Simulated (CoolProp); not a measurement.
Vapour pressure (bar) of C2F6 (R116): the reference equation beside estimates from Tc = 293.0 K, pc = 30.48 bar, ω = 0.257.

Model: reference Helmholtz-energy equation of state, Lemmon 2006, in CoolProp. It is a short technical equation, of lower accuracy than the large ones.

```csv
T (K),reference,Lee-Kesler,van der Waals,Redlich-Kwong,Soave-Redlich-Kwong,Peng-Robinson
201.8,1.436,1.433,5.618,2.318,1.433,1.431
209.1,2.034,2.037,6.734,3.127,2.036,?
216.3,?,2.805,7.966,4.106,2.805,2.782
223.6,3.769,3.787,9.354,5.302,?,3.753
230.9,4.978,5.005,10.89,6.723,5.023,4.962
238.1,6.433,6.467,12.55,8.364,6.506,6.422
245.4,8.210,8.249,14.39,10.29,8.320,8.210
252.7,?,10.37,16.39,12.49,10.48,10.35
260,12.83,12.87,18.55,15.00,13.03,12.88
267.2,15.71,15.75,20.85,17.77,15.96,15.80
274.5,19.11,19.15,23.35,20.91,19.39,19.24
281.8,23.06,?,26.02,24.40,23.33,23.21
```

What belongs in the gaps?


- 209.1, Peng-Robinson: 2.025
- 216.3, reference: 2.795
- 223.6, Soave-Redlich-Kwong: 3.793
- 252.7, reference: 10.33
- 281.8, Lee-Kesler: 23.11

Absolute difference from the reference over all 12 rows, mean and median: Lee-Kesler 0.3 and 0.3 %, van der Waals 109.6 and 85.2 %, Redlich-Kwong 29.9 and 27.7 %, Soave-Redlich-Kwong 1.0 and 1.2 %, Peng-Robinson 0.4 and 0.4 %.
